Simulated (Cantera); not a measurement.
Charge: 1 mol Si₃N₄, 2 mol N₂O, 3.6 mol H₂, at 10000 Pa.

These are equilibrium values from Cantera (NASA tables, ideal gas, pure condensed phases), not measurements of a reactor. Candidate condensed phases: H₂O, Si, SiO₂, Si₂N₂O, Si₃N₄; 35 gas species. Mutual solubility and eutectic melting of coexisting phases are not modelled. The tables hold silica as quartz up to 1696 K and as liquid above; real silica turns to tridymite and cristobalite and melts near 1996 K. Equilibrium is a limit: real reactors are often held back by kinetics, nucleation or transport.

x: gas mole fraction; n: condensed amount in mol.

```json
[
 {"T (K)": "1273", "x H₂": "0.574", "x N₂": "0.426", "x SiO": "4.76e-8", "x H": "[?]", "n SiO₂(β-quartz)": "0.333", "n Si₂N₂O(s)": "1.33", "n SiO₂(condensed)": "0"},
 {"T (K)": "1323", "x H₂": "0.574", "x N₂": "0.426", "x SiO": "2.89e-7", "x H": "[?]", "n SiO₂(β-quartz)": "0.333", "n Si₂N₂O(s)": "1.33", "n SiO₂(condensed)": "0"},
 {"T (K)": "1373", "x H₂": "0.574", "x N₂": "0.426", "x SiO": "1.53e-6", "x H": "[?]", "n SiO₂(β-quartz)": "0.333", "n Si₂N₂O(s)": "1.33", "n SiO₂(condensed)": "0"},
 {"T (K)": "1423", "x H₂": "0.574", "x N₂": "0.426", "x SiO": "7.21e-6", "x H": "[?]", "n SiO₂(β-quartz)": "0.333", "n Si₂N₂O(s)": "1.33", "n SiO₂(condensed)": "0"},
 {"T (K)": "1473", "x H₂": "0.574", "x N₂": "0.425", "x SiO": "3.05e-5", "x H": "[?]", "n SiO₂(β-quartz)": "0.333", "n Si₂N₂O(s)": "1.33", "n SiO₂(condensed)": "0"},
 {"T (K)": "1523", "x H₂": "0.574", "x N₂": "0.425", "x SiO": "0.000117", "x H": "[?]", "n SiO₂(β-quartz)": "0.332", "n Si₂N₂O(s)": "1.33", "n SiO₂(condensed)": "0"},
 {"T (K)": "1573", "x H₂": "0.574", "x N₂": "0.425", "x SiO": "0.000411", "x H": "[?]", "n SiO₂(β-quartz)": "0.332", "n Si₂N₂O(s)": "1.33", "n SiO₂(condensed)": "0"},
 {"T (K)": "1623", "x H₂": "0.573", "x N₂": "0.425", "x SiO": "0.00133", "x H": "[?]", "n SiO₂(β-quartz)": "0.330", "n Si₂N₂O(s)": "1.33", "n SiO₂(condensed)": "0"},
 {"T (K)": "1673", "x H₂": "0.571", "x N₂": "0.424", "x SiO": "0.00402", "x H": "[?]", "n SiO₂(β-quartz)": "0.324", "n Si₂N₂O(s)": "1.33", "n SiO₂(condensed)": "0"},
 {"T (K)": "1723", "x H₂": "0.565", "x N₂": "0.423", "x SiO": "0.0113", "x H": "[?]", "n SiO₂(β-quartz)": "0", "n Si₂N₂O(s)": "1.31", "n SiO₂(condensed)": "0.308"},
 {"T (K)": "1773", "x H₂": "0.551", "x N₂": "0.418", "x SiO": "0.0301", "x H": "[?]", "n SiO₂(β-quartz)": "0", "n Si₂N₂O(s)": "1.27", "n SiO₂(condensed)": "0.267"}
]
```

**Question.** Complete the blanks.

**Answer.** 
- 1273, x H: 1.71e-6
- 1323, x H: 3.80e-6
- 1373, x H: 7.98e-6
- 1423, x H: 1.59e-5
- 1473, x H: 3.03e-5
- 1523, x H: 5.54e-5
- 1573, x H: 9.74e-5
- 1623, x H: 0.000165
- 1673, x H: 0.000272
- 1723, x H: 0.000434
- 1773, x H: 0.000668
